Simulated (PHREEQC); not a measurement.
Solution (25 °C): 0.49 mol MgSO4, 0.023 mol H3BO3 and 1.1 mol MgCl2 per kg of water. Closed to the air; pH follows from the charge balance.

The numbers come from PHREEQC with the Pitzer model, pitzer.dat.

* **pH**: 4.59
* **ionic strength**: 5.26 mol/kgw
* **activity of water**: 0.913
* **density**: 1.129 g/cm³
* **osmotic coefficient**: 1.175

```csv
species,molality,activity,log γ
Cl-,2.20,1.31,-0.224
Mg+2,1.59,1.24,-0.108
SO4-2,0.490,0.00486,-2.003
B(OH)3,0.0230,0.0349,0.182
MgB(OH)4+,1.89e-5,2.21e-5,0.068
HSO4-,1.48e-5,1.20e-5,-0.091
H+,1.27e-5,2.59e-5,0.309
B(OH)4-,8.24e-6,7.11e-7,-1.064
B3O3(OH)4-,2.71e-7,5.85e-8,-0.667
MgOH+,8.59e-8,6.79e-8,-0.102
OH-,3.88e-9,3.57e-10,-1.036
```

No solid was allowed to form. Complexes and solids missing from the database can't appear. In brines, pH and single-ion activities rest on the MacInnes convention.
